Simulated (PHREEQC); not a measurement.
Make-up at 13 °C: 0.0018 mol/kgw HF, 0.1 mol/kgw NH4HF2 and 0.017 mol/kgw HCl. Closed to the air; pH follows from the charge balance.

Equilibrium calculation in PHREEQC: ion-association model, phreeqc.dat.

No solid was allowed to form.

Task: Order these F species by the share of F that they hold, largest first: HF, F-, HF2-.

Result: HF (47 %), F- (32 %), HF2- (21 %)

The pH is 2.78 and the ionic strength 0.102 mol/kgw. Away from 25 °C the constants follow the database's enthalpies or fits; those with neither stay at their 25 °C values.
